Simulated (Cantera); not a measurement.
## Si3N4 + H2O (nitride etching)

A closed system holds: 1 mol Si3N4, a varied amount of H2O, equilibrated at 1025 K and 5.40 Pa.

Cantera equilibrium calculation (NASA polynomials, part measured and part estimated; ideal gas, pure solids and liquids). Candidate condensed phases: H2O, Si, SiO2, Si2N2O, Si3N4; 35 gas species. Mutual solubility and eutectic melting of coexisting phases are not modelled. The numbers say what is thermodynamically allowed, not how fast it happens.

```csv
n(H2O) (mol),x H2,x N2,x H2O,x H,x SiO,x NH3,n Si2N2O(s),n Si3N4(s),n SiO2(β-quartz)
1.2,0.750,0.250,2.05e-12,5.13e-7,9.70e-12,8.68e-9,1.20,0.200,0
1.4,0.750,0.250,2.05e-12,5.13e-7,9.70e-12,8.68e-9,1.40,0.0667,0
1.7,0.750,0.250,3.02e-6,5.13e-7,1.18e-8,8.68e-9,1.43,0,0.133
2,0.750,0.250,3.02e-6,5.13e-7,1.18e-8,8.68e-9,1.33,0,0.333
2.4,0.750,0.250,3.02e-6,5.13e-7,1.18e-8,8.68e-9,1.20,0,0.600
2.9,0.750,0.250,3.02e-6,5.13e-7,1.18e-8,8.68e-9,1.03,0,0.933
3.5,0.750,0.250,3.02e-6,5.13e-7,1.18e-8,8.68e-9,0.833,0,1.33
4.1,0.750,0.250,3.02e-6,5.13e-7,1.18e-8,8.68e-9,0.633,0,1.73
5,0.750,0.250,3.02e-6,5.13e-7,1.18e-8,8.68e-9,0.333,0,2.33
5.9,0.750,0.250,3.02e-6,5.13e-7,1.18e-8,8.68e-9,0.0333,0,2.93
7,0.667,0.222,0.111,4.84e-7,<1e-12,6.86e-9,0,0,3.00
8.4,0.577,0.192,0.231,4.50e-7,<1e-12,5.14e-9,0,0,3.00
```
x: gas mole fraction; n: condensed amount in mol.

From 1.2 mol H2O to 1.4 mol H2O the condensed part is Si2N2O(s) + Si3N4(s). From 1.7 mol H2O to 5.9 mol H2O the condensed part is SiO2(β-quartz) + Si2N2O(s). From 7 mol H2O to 8.4 mol H2O the condensed part is SiO2(β-quartz).
